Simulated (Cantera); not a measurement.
What does this Cantera script print?

```python
import numpy as np
import cantera as ct

gas_names = """
    C CH CH2 CH3 CH4 C2 C2H C2H2,acetylene C2H2,vinylidene C2H3,vinyl C2H4 C2H5 C2H6 C3 C3H3,propargyl
    C3H4,allene C3H4,propyne C3H4,cyclo- C3H5,allyl C3H6,propylene C3H6,cyclo- C3H7,n-propyl
    C3H7,i-propyl C3H8 C4 C4H2 C4H4,1,3-cyclo- C4H6,butadiene C4H6,2-butyne C4H6,cyclo- C4H8,1-butene
    C4H8,cis2-buten C4H8,tr2-butene C4H8,isobutene C4H8,cyclo- C4H9,n-butyl C4H9,i-butyl C4H9,s-butyl
    C4H9,t-butyl C4H10,isobutane C4H10,n-butane C5 C5H6,1,3cyclo- C5H8,cyclo- C5H10,1-pentene
    C5H10,cyclo- C5H11,pentyl C5H11,t-pentyl C5H12,n-pentane C5H12,i-pentane CH3C(CH3)2CH3 C6H2
    C6H5,phenyl C6H6 C6H10,cyclo- C6H12,1-hexene C6H12,cyclo- C6H13,n-hexyl C7H7,benzyl C7H8
    C7H14,1-heptene C7H15,n-heptyl C7H16,n-heptane C8H8,styrene C8H10,ethylbenz C8H16,1-octene
    C8H17,n-octyl C8H18,isooctane C8H18,n-octane C9H19,n-nonyl C10H8,naphthale C10H21,n-decyl
    C12H9,o-bipheny C12H10,bipheny H H2
""".split()
cond_names = """
    C(gr) C6H6(L) C7H8(L) C8H18(L),n-octa
""".split()


def load(file, names, dense=False):
    # The tables refer to 1 bar. Condensed volumes are neglected.
    table = {s.name: s for s in ct.Species.list_from_file(file)}
    out = []
    for n in names:
        d = dict(table[n].input_data)
        d["thermo"] = dict(d["thermo"], **{"reference-pressure": 1e5})
        if dense:
            d["equation-of-state"] = {"model": "constant-volume", "density": "1e6 g/cm^3"}
        out.append(ct.Species.from_dict(d))
    return out


gas = ct.Solution(thermo="ideal-gas", species=load("nasa_gas.yaml", gas_names))
cond = {s.name: ct.Solution(thermo="fixed-stoichiometry", species=[s], name=s.name)
        for s in load("nasa_condensed.yaml", cond_names, dense=True)}
atoms = {
    'C3H6': {'C': 3, 'H': 6},
    'H2': {'H': 2},
}
top_T = {'C(gr)': 4500}  # K; cautious upper limits of use, not melting points


def equilibrate(T, P, feed):
    n = {}
    for name, mol in feed.items():
        for a, k in atoms[name].items():
            n[a] = n.get(a, 0.0) + k * mol
    gas.TPX = T, P, n
    mass = sum(n.values()) * gas.mean_molecular_weight
    gas.equilibrate("TP")
    valid = [c for c in cond.values() if c.min_temp <= T <= top_T.get(c.name, c.max_temp)]
    mix = ct.Mixture([(gas, mass / gas.mean_molecular_weight)] + [(c, 0.0) for c in valid])
    mix.T, mix.P = T, P
    mix.equilibrate("TP", solver="vcs", rtol=1e-11, max_steps=5000)
    return mix


results = []
feed = {'C3H6': 1, 'H2': 1.6}  # mol
P = 1333.22  # Pa
for T in [1223, 1323, 1423, 1523, 1623, 1723, 1823, 1923, 2023, 2123, 2223, 2323]:
    mix = equilibrate(T, P, feed)
    results.append((T, P, feed, dict(zip(mix.species_names, mix.species_moles))))

top = {s: max(r[3][s] / sum(r[3][g] for g in gas_names) for r in results) for s in gas_names}
cols = sorted((s for s in top if top[s] > 0.0001), key=lambda s: -top[s])[:6]
seen = [c for c in cond_names if any(r[3].get(c, 0) > 1e-12 for r in results)]
print("log10 of partial pressures in bar; condensed amounts in mol")
print(f"{'T/K':>10s}" + "".join(f"{s[:9]:>10s}" for s in cols + seen))
for T, P, feed, n in results:
    ng = sum(n[g] for g in gas_names)
    print(f"{T:10.4g}" + "".join(f"{np.log10(max(n[s] / ng * P / 1e5, 1e-99)):10.3f}" for s in cols)
          + "".join(f"{n.get(c, 0):10.4g}" for c in seen))
```

Output:

```
log10 of partial pressures in bar; condensed amounts in mol
       T/K        H2         H C2H2,acet       CH4     C(gr)
      1223    -1.875    -7.459    -8.680    -5.626     2.999
      1323    -1.875    -6.737    -7.959    -5.918         3
      1423    -1.875    -6.115    -7.339    -6.170         3
      1523    -1.875    -5.574    -6.803    -6.388         3
      1623    -1.875    -5.098    -6.333    -6.580         3
      1723    -1.876    -4.677    -5.919    -6.749     2.999
      1823    -1.877    -4.302    -5.552    -6.900     2.998
      1923    -1.879    -3.965    -5.224    -7.037     2.996
      2023    -1.883    -3.663    -4.932    -7.164     2.992
      2123    -1.889    -3.390    -4.670    -7.284     2.985
      2223    -1.900    -3.144    -4.438    -7.402     2.974
      2323    -1.918    -2.922    -4.233    -7.525     2.957
```

Method: chemical equilibrium by Gibbs-energy minimisation in Cantera with the NASA 1993 tables (ideal gas, pure condensed phases).
